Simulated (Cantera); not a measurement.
Charge: 1 mol SiC, 0.088 mol CO₂, 2 mol N₂, 0.0036 mol H₂O, at 1825 °C and 10000 Pa.

Method: chemical equilibrium by Gibbs-energy minimisation in Cantera with the NASA 1993 tables (ideal gas, pure condensed phases). Candidate condensed phases: C, C₆H₆, C₇H₈, C₈H₁₈, H₂O, Si, SiC, SiO₂, Si₂N₂O, Si₃N₄; 151 gas species. The tables' values for SiN are old estimates; treat these amounts as uncertain. Equilibrium is a limit: real reactors are often held back by kinetics, nucleation or transport.

Base state: N₂ 0.915, CO 0.0615, SiO 0.0207, H₂ 0.00139, Si 0.000546, H 0.000363, HCN 0.000141, SiN 3.44e-5 (mole fractions); condensed: SiC(s).

Task: What changes in the equilibrium state with this change: H₂O from 0.0036 to 0.019 mol?

Result: 
```csv
species,before,after
N₂,0.915,0.902
CO,0.0615,0.0640
SiO,0.0207,0.0240
H₂,0.00139,0.00796
H,0.000363,0.000868
HCN,0.000141,0.000317
HNC,9.47e-6,2.14e-5
"SiC(s), mol",0.953,0.945
```

Task: What changes in the equilibrium state with this change: temperature from 1825 °C to 1950 °C?

Result: 
```csv
species,before,after
N₂,0.915,0.913
CO,0.0615,0.0624
SiO,0.0207,0.0196
Si,0.000546,0.00244
SiC₂,1.20e-6,1.20e-5
Si₂,2.96e-6,2.16e-5
"SiC(s), mol",0.953,0.950
```

Task: What changes in the equilibrium state with this change: pressure from 10000 Pa to 320000 Pa?

Result: 
```
species           before    after
--------------  --------  -------
N₂                 0.915    0.925
CO                0.0615   0.0679
SiO               0.0207  0.00530
Si              0.000546  8.21e-6
Si₂C             2.22e-5  3.33e-7
Si₂N             1.73e-5  7.12e-7
SiN              3.44e-5  2.94e-6
SiC(s), mol        0.953    0.942
Si₂N₂O(s), mol         0   0.0232
```
Mutual solubility and eutectic melting of coexisting phases are not modelled.
